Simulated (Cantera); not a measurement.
Input (Python, Cantera) and output of one run.

```python
import numpy as np
import cantera as ct

gas_names = [...]  # 96 gases of nasa_gas.yaml made of C, Cl, H, Ti
cond_names = """
    C(gr) C6H6(L) C7H8(L) C8H18(L),n-octa Ti(a) Ti(b) Ti(L) TiC(s) TiC(L) TiCL2(s) TiCL3(s) TiCL4(L)
""".split()


# ... load() reads the species with a 1 bar reference pressure and builds the phases ...
atoms = {
    'TiCl4': {'Ti': 1, 'CL': 4},
    'C3H8': {'C': 3, 'H': 8},
}
top_T = {'C(gr)': 4500, 'TiCL2(s)': 1300, 'TiCL3(s)': 1000}  # K; cautious upper limits of use, not melting points


# ... equilibrate(T, P, feed) seeds the gas with the atoms and calls Mixture.equilibrate('TP', solver="vcs", rtol=1e-11, max_steps=5000) ...
results = []
feed = {'TiCl4': 1, 'C3H8': 0.39}  # mol
P = 10000  # Pa
for T in [1225, 1275, 1325, 1375, 1425, 1475, 1525, 1575, 1625, 1675, 1725, 1775]:
    mix = equilibrate(T, P, feed)
    results.append((T, P, feed, dict(zip(mix.species_names, mix.species_moles))))

top = {s: max(r[3][s] / sum(r[3][g] for g in gas_names) for r in results) for s in gas_names}
cols = sorted((s for s in top if top[s] > 0.0001), key=lambda s: -top[s])[:5]
seen = [c for c in cond_names if any(r[3].get(c, 0) > 1e-12 for r in results)]
print("log10 of partial pressures in bar; condensed amounts in mol")
print(f"{'T/K':>10s}" + "".join(f"{s[:9]:>10s}" for s in cols + seen))
for T, P, feed, n in results:
    ng = sum(n[g] for g in gas_names)
    print(f"{T:10.4g}" + "".join(f"{np.log10(max(n[s] / ng * P / 1e5, 1e-99)):10.3f}" for s in cols)
          + "".join(f"{n.get(c, 0):10.4g}" for c in seen))
```

It prints:

```
log10 of partial pressures in bar; condensed amounts in mol
       T/K       HCL        H2     TiCL4     TiCL3     TiCL2     C(gr)    TiC(s)
      1225    -1.500    -1.403    -1.623    -2.300    -6.294    0.9821    0.1874
      1275    -1.446    -1.436    -1.670    -2.208    -5.932    0.9578    0.2118
      1325    -1.400    -1.471    -1.723    -2.129    -5.602    0.9346    0.2351
      1375    -1.361    -1.506    -1.780    -2.063    -5.301    0.9129     0.257
      1425    -1.328    -1.541    -1.842    -2.008    -5.026    0.8928    0.2771
      1475    -1.300    -1.575    -1.907    -1.962    -4.773    0.8743    0.2956
      1525    -1.277    -1.609    -1.975    -1.925    -4.541    0.8574    0.3126
      1575    -1.257    -1.641    -2.045    -1.895    -4.328    0.8419    0.3281
      1625    -1.240    -1.671    -2.117    -1.872    -4.131    0.8276    0.3423
      1675    -1.226    -1.700    -2.190    -1.855    -3.948    0.8145    0.3554
      1725    -1.214    -1.727    -2.264    -1.842    -3.779    0.8025    0.3674
      1775    -1.203    -1.753    -2.337    -1.833    -3.621    0.7913    0.3785
```

These are equilibrium values from Cantera (NASA tables, ideal gas, pure condensed phases), not measurements of a reactor. The tables' values for TiCl2 are old estimates; treat these amounts as uncertain. TiC: taken at fixed stoichiometry.
